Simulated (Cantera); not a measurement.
## n-butane + O2 + H2 (carbon deposition, reforming and gasification)

Charge: 1 mol n-butane, 0.63 mol O2, 1.6 mol H2, equilibrated at 2.80 mbar.

Equilibrium computed with Cantera from the NASA thermochemical tables; the gas is ideal and each condensed phase is pure. Candidate condensed phases: C, C6H6, C7H8, C8H18, H2O; 110 gas species. Equilibrium is a limit: real reactors are often held back by kinetics, nucleation or transport.

| T (K) | x H2 | x H | x CO | x C2H2 (acetylene) | n C(graphite) |
|---|---|---|---|---|---|
| 1923 | 0.824 | 0.0162 | 0.159 | 0.000372 | 2.73 |
| 1973 | 0.818 | 0.0231 | 0.158 | 0.000524 | 2.73 |
| 2023 | 0.809 | 0.0323 | 0.158 | 0.000723 | 2.73 |
| 2073 | 0.798 | 0.0444 | 0.157 | 0.000978 | 2.72 |
| 2123 | 0.783 | 0.0600 | 0.155 | 0.00130 | 2.72 |
| 2173 | 0.765 | 0.0797 | 0.154 | 0.00169 | 2.71 |
| 2223 | 0.742 | 0.104 | 0.152 | 0.00215 | 2.70 |
| 2273 | 0.714 | 0.134 | 0.150 | 0.00269 | 2.69 |
| 2323 | 0.680 | 0.170 | 0.147 | 0.00329 | 2.68 |
| 2373 | 0.641 | 0.211 | 0.143 | 0.00394 | 2.67 |
| 2423 | 0.597 | 0.259 | 0.140 | 0.00462 | 2.65 |
| 2473 | 0.547 | 0.312 | 0.135 | 0.00528 | 2.63 |
| 2523 | 0.494 | 0.369 | 0.131 | 0.00588 | 2.61 |
x: gas mole fraction; n: condensed amount in mol.

From 1923 K to 2523 K the condensed part is C(graphite). The main C-bearing gas is CO throughout. The share of C in condensed phases is highest at 1923 K (68.4 %) and lowest at 2523 K (65.3 %).
